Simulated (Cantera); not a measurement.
A perfectly stirred reactor is fed with H₂ : O₂ : N₂ = 0.68 : 1 : 1.6 (molar parts), at 0.296 atm; it is held at 1000 K, and followed from long to short residence time.

Model: GRI-Mech 3.0 (53 species, 325 reactions), integrated in Cantera. The temperature is held fixed by assumption; the heat of reaction is taken as removed at once.

What does this change do: pressure from 0.296 atm to 0.701 atm?


| quantity | before | after |
|---|---|---|
| x(H₂) at τ = 18.0 s | 0.000754 | 0.00163 |
| x(O₂) at τ = 18.0 s | 0.225 | 0.225 |
| x(OH) at τ = 18.0 s | 3.55e-6 | 6.79e-7 |
| x(NO) at τ = 18.0 s | 3.43e-9 | 5.96e-10 |
| x(HO₂) at τ = 18.0 s | 1.40e-5 | 1.71e-5 |
| x(H₂) at τ = 96.0 ms | 0.00790 | 0.0557 |
| x(O₂) at τ = 96.0 ms | 0.227 | 0.246 |
| x(OH) at τ = 96.0 ms | 5.85e-5 | 2.62e-6 |
| x(NO) at τ = 96.0 ms | 6.74e-9 | 1.83e-10 |
| x(HO₂) at τ = 96.0 ms | 7.06e-5 | 0.000148 |

What does this change do: temperature 1000 to 1350 K?


```tsv
quantity	before	after
x(H₂) at τ = 18.0 s	0.000754	1.30e-5
x(O₂) at τ = 18.0 s	0.225	0.224
x(OH) at τ = 18.0 s	3.55e-6	0.000190
x(NO) at τ = 18.0 s	3.43e-9	1.11e-6
x(HO₂) at τ = 18.0 s	1.40e-5	4.93e-7
x(H₂) at τ = 96.0 ms	0.00790	0.000417
x(O₂) at τ = 96.0 ms	0.227	0.224
x(OH) at τ = 96.0 ms	5.85e-5	0.00110
x(NO) at τ = 96.0 ms	6.74e-9	5.32e-7
x(HO₂) at τ = 96.0 ms	7.06e-5	1.12e-5
```
